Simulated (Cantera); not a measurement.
Mixture: 8.02 % CH4, 19.3 % O2, 72.7 % N2, at 2.20 bar, adiabatic and at constant pressure. Ignition delay is the time to a rise of 400 K.

Cantera simulation using GRI-Mech 3.0 (53 species, 325 reactions); the numbers are that mechanism's predictions, not measurements.

Question: Predict: delay at 1125 K; delay at 1225 K; delay at 1325 K; delay at 1425 K; delay at 1525 K; apparent activation energy between 1475 and 1575 K.

Answer: 
- delay at 1125 K = 59.4 ms
- delay at 1225 K = 14.6 ms
- delay at 1325 K = 4.11 ms
- delay at 1425 K = 1.30 ms
- delay at 1525 K = 0.468 ms
- apparent activation energy between 1475 and 1575 K = 190 kJ/mol
